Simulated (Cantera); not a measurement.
Input: 1 mol C3H8, 0.46 mol NH3, 11 mol H2, held at 2180 Torr.

Equilibrium computed with Cantera from the NASA thermochemical tables; the gas is ideal and each condensed phase is pure. Candidate condensed phases: C, C6H6, C7H8, C8H18; 110 gas species. Ions and electrons are included (thermal ionisation). Rates play no part.

x: gas mole fraction; n: condensed amount in mol.

| T (K) | x H2 | x H | x C | x C2H2 (acetylene) | x C2H | x HCN | x N2 | n C(graphite) |
|---|---|---|---|---|---|---|---|---|
| 2000 | 0.982 | 0.000946 | 1.05e-11 | 0.000754 | 1.36e-8 | 0.00170 | 0.0136 | (withheld) |
| 2500 | 0.956 | 0.0144 | 5.74e-8 | 0.0103 | 1.12e-5 | 0.00706 | 0.0104 | (withheld) |
| 3000 | 0.838 | 0.0849 | 1.75e-5 | 0.0521 | 0.000907 | 0.0137 | 0.00561 | (withheld) |
| 3500 | 0.634 | 0.276 | 0.000648 | 0.0545 | 0.00748 | 0.0129 | 0.00375 | 0 |
| 4000 | 0.363 | 0.564 | 0.00682 | 0.0197 | 0.0150 | 0.00792 | 0.00331 | 0 |
| 4500 | 0.148 | 0.780 | 0.0289 | 0.00262 | 0.00939 | 0.00314 | 0.00345 | 0 |
| 5000 | 0.0523 | 0.863 | 0.0604 | 0.000165 | 0.00239 | 0.000852 | 0.00364 | 0 |

Question: What belongs in the gaps?

Answer: 
- 2000, n C(graphite): 2.93
- 2500, n C(graphite): 2.53
- 3000, n C(graphite): 0.846
